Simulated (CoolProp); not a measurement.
Computed with CoolProp (reference Helmholtz-energy equation of state, de Reuck 1993).

### Question
Give the vapour pressure (kPa), liquid density (kg/m³), vapour Z, liquid conductivity (mW/(m K)) of saturated methanol at 171.25 °C.

### Answer
| T (°C) | p (kPa) | liquid density (kg/m³) | vapour Z | liquid conductivity (mW/(m K)) |
|---|---|---|---|---|
| 171.25 | 2260 | 611 | 0.725 | 172 |

Thermal conductivity comes from a separate model (Sykioti 2013).
